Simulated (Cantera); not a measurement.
**Equilibrium for boron, boron nitride and boron oxide: B + O2 + N2 + HF**

Charge: 1 mol B, 1.2 mol O2, 30 mol N2, 1.7 mol HF, at 0.00133 bar.

These are equilibrium values from Cantera (NASA tables, ideal gas, pure condensed phases), not measurements of a reactor. Candidate condensed phases: B, BN, B2O3, B3O3H3, H2O; 62 gas species. Rates play no part.

```json
[
 {"T (°C)": "1402", "x N2": "0.918", "x BOF": "0.0262", "x HF": "0.0258", "x O2": "0.0133", "x H2O": "0.0109"},
 {"T (°C)": "1452", "x N2": "0.918", "x BOF": "0.0262", "x HF": "0.0259", "x O2": "0.0132", "x H2O": "0.0108"},
 {"T (°C)": "1502", "x N2": "0.918", "x BOF": "0.0261", "x HF": "0.0259", "x O2": "0.0130", "x H2O": "0.0106"},
 {"T (°C)": "1552", "x N2": "0.918", "x BOF": "0.0260", "x HF": "0.0260", "x O2": "0.0128", "x H2O": "0.0104"},
 {"T (°C)": "1602", "x N2": "0.917", "x BOF": "0.0260", "x HF": "0.0261", "x O2": "0.0126", "x H2O": "0.0102"},
 {"T (°C)": "1652", "x N2": "0.917", "x BOF": "0.0259", "x HF": "0.0261", "x O2": "0.0123", "x H2O": "0.00981"},
 {"T (°C)": "1702", "x N2": "0.916", "x BOF": "0.0258", "x HF": "0.0261", "x O2": "0.0120", "x H2O": "0.00935"},
 {"T (°C)": "1752", "x N2": "0.915", "x BOF": "0.0258", "x HF": "0.0261", "x O2": "0.0116", "x H2O": "0.00877"},
 {"T (°C)": "1802", "x N2": "0.913", "x BOF": "0.0258", "x HF": "0.0260", "x O2": "0.0112", "x H2O": "0.00802"},
 {"T (°C)": "1852", "x N2": "0.911", "x BOF": "0.0258", "x HF": "0.0259", "x O2": "0.0107", "x H2O": "0.00711"},
 {"T (°C)": "1902", "x N2": "0.909", "x BOF": "0.0258", "x HF": "0.0257", "x O2": "0.0102", "x H2O": "0.00605"},
 {"T (°C)": "1952", "x N2": "0.906", "x BOF": "0.0259", "x HF": "0.0254", "x O2": "0.00960", "x H2O": "0.00488"}
]
```
x: gas mole fraction; nothing condenses.

From 1402 °C to 1952 °C nothing is condensed. The main B-bearing gas is BOF throughout.
